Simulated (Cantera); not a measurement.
Premixed flame

A freely propagating, adiabatic, planar premixed flame of H₂ : O₂ : N₂ = 1 : 0.333 : 1.03 (molar parts), unburnt at 675 K and 10.0 bar; mixture-averaged transport, grid criteria slope 0.08 and curve 0.16, no radiation.

Computed with Cantera and the H2/O2 subset of GRI-Mech 3.0, which has no nitrogen chemistry. The hydrogen kinetics of GRI-Mech 3.0 are dated; newer H2 mechanisms differ, most at raised pressure. Burning velocities carry a grid error of a few per cent, more on coarse grids.

```tsv
z (mm)	T (K)	u (m/s)	x H₂	x O₂	x HO₂	x O	x H	x OH
-0.0716	675	12.8	0.423	0.141	<1e-8	<1e-8	<1e-8	<1e-8
-0.0477	675	12.8	0.423	0.141	<1e-8	<1e-8	<1e-8	<1e-8
-0.0358	675	12.8	0.423	0.141	3.15e-8	<1e-8	<1e-8	<1e-8
-0.0239	676	12.8	0.423	0.141	2.48e-6	2.58e-8	1.94e-8	<1e-8
-0.0119	727	13.6	0.412	0.142	0.000808	1.84e-5	0.000173	8.93e-5
-0.00597	1040	18.7	0.367	0.134	0.00116	0.000513	0.00564	0.00149
0	1527	26.6	0.277	0.0944	0.000570	0.00328	0.0284	0.00450
0.00597	1875	32.2	0.196	0.0437	0.000240	0.00511	0.0508	0.00946
0.0119	2057	35.0	0.161	0.0182	9.28e-5	0.00483	0.0570	0.0129
0.0239	2231	37.7	0.148	0.00515	2.49e-5	0.00373	0.0508	0.0148
0.0477	2384	39.8	0.150	0.00217	1.03e-5	0.00230	0.0375	0.0135
0.0955	2511	41.6	0.153	0.00108	4.72e-6	0.00116	0.0253	0.0107
0.191	2601	42.7	0.156	0.000485	1.83e-6	0.000519	0.0163	0.00765
```
x: mole fraction of selected species; z is measured from the peak of heat release.

```
Property                      Value
------------------------  ---------
laminar burning velocity  1280 cm/s
thermal thickness         0.0239 mm
peak x(HO₂)                 0.00142
peak x(O)                   0.00514
peak x(H)                    0.0570
peak x(OH)                   0.0148
```
